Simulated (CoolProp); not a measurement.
Vapour-liquid equilibrium of R143a (1) + isobutene (2) at 257.3 K; x and y are mole fractions of (1).

The numbers come from the multi-fluid Helmholtz-energy mixture model, Lemmon and Jacobsen 2000 and Lemmon 2005; pair parameters Bell 2016 in CoolProp.

Question: Give the bubble pressure and the first vapour's composition at x = 0.425, 0.8, 0.95. Is there an azeotrope?

Answer: x = 0.425: 2.601 bar, y = 0.794; x = 0.8: 3.294 bar, y = 0.910; x = 0.95: 3.570 bar, y = 0.973. No azeotrope shows between x = 0.05 and 0.95.

Pair parameters are fitted to limited data, so mixtures are less certain than the pure fluids. With so large a gap from Raoult's law the liquid may split in two, which this calculation doesn't test in full.
